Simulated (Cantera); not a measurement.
Charge: 1 mol C2H5OH, 1.2 mol H2O, 1.7 mol H2, at 8.80 bar.

These are equilibrium values from Cantera (NASA tables, ideal gas, pure condensed phases), not measurements of a reactor. Candidate condensed phases: C, C6H6, C7H8, C8H18, H2O; 110 gas species. Rates play no part. All values below are at 1498 K.

Base state: H2 0.723, CO 0.249, H2O 0.0236, CO2 0.00316, CH4 0.00139 (mole fractions); condensed: gas only.

Task: What changes in the equilibrium state with this change: H2O from 1.2 to 0.13 mol?

Result: 
| species | before | after |
|---|---|---|
| H2 | 0.723 | 0.793 |
| CO | 0.249 | 0.190 |
| CH4 | 0.00139 | 0.0144 |
| H2O | 0.0236 | 0.00231 |
| C2H4 | 1.61e-7 | 1.42e-5 |
| CO2 | 0.00316 | 0.000215 |
| C(graphite), mol | 0 | 0.800 |
